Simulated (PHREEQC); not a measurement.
Dissolve 0.0018 mol FeSO4, 0.011 mol CuCl2, 0.0004 mol HCl and 3.4e-05 mol NaCl per kg of water at 57 °C. Closed to the air; pH follows from the charge balance.

Equilibrium calculation in PHREEQC: ion-association model, phreeqc.dat.

This is a speciation only: nothing precipitates in the calculation.

Problem. What pH does the model give?

Solution. pH 3.51.

Problem. In which forms is S present?

Solution. SO4-2 58 %, CuSO4 33 %, FeSO4 7.0 %, HSO4- 2.2 % of the S.

Species that the database lacks are ignored. Constants without temperature data keep their 25 °C values here.
